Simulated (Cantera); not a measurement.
Input: 1 mol SiH₂Cl₂, 1.5 mol O₂, 16 mol H₂, 0.98 mol NO, at 775 K and 1.00 bar.

Method: chemical equilibrium by Gibbs-energy minimisation in Cantera with the NASA 1993 tables (ideal gas, pure condensed phases). Candidate condensed phases: H₂O, NH₄Cl, Si, SiO₂, Si₂N₂O, Si₃N₄; 47 gas species. The numbers say what is thermodynamically allowed, not how fast it happens.

Base state: H₂ 0.758, HCl 0.108, H₂O 0.107, N₂ 0.0263, NH₃ 0.000415 (mole fractions); condensed: SiO₂(α-quartz).

Problem. What changes in the equilibrium state with this change: NO from 0.98 to 9.1 mol?

Solution. 
```
species                before     after
-------------------  --------  --------
H₂O                     0.107     0.448
H₂                      0.758     0.261
N₂                     0.0263     0.202
HCl                     0.108    0.0887
NH₃                  0.000415  0.000233
SiO₂(α-quartz), mol      1.00      1.00
```

Problem. What changes in the equilibrium state with this change: O₂ from 1.5 to 8 mol?

Solution. 
```csv
species,before,after
H₂O,0.107,0.810
HCl,0.108,0.108
H₂,0.758,0.0552
NH₃,0.000415,8.17e-6
N₂,0.0263,0.0265
"SiO₂(α-quartz), mol",1.00,1.00
```

Problem. What changes in the equilibrium state with this change: SiH₂Cl₂ replaced by SiF₄?

Solution. 
| species | before | after |
|---|---|---|
| H₂ | 0.758 | 0.678 |
| H₂O | 0.107 | 0.197 |
| HF | 0 | 0.0544 |
| HCl | 0.108 | 0 |
| SiF₄ | 0 | 0.0428 |
| N₂ | 0.0263 | 0.0275 |
| NH₃ | 0.000415 | 0.000358 |
| SiO₂(α-quartz), mol | 1.00 | 0.241 |
